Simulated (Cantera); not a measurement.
Cantera with NASA thermochemical tables; ideal gases at 1 bar, condensed phases pure. Values are per mole of reaction as written; species without (g) are pure solids or liquids, kept so even where they would boil at 1 bar.

Problem. Between 875 and 1125 K, where is each reaction favourable under standard conditions?
- 3 H2(g) + CrO3(g) → 3 H2O(g) + Cr

Solution. 
- 3 H2(g) + CrO3(g) → 3 H2O(g) + Cr: ΔG° is -365 kJ at 875 K and -341 kJ at 1125 K; it stays negative (K > 1). ΔH° is -449 kJ and ΔS° -96 J/K at 1125 K.
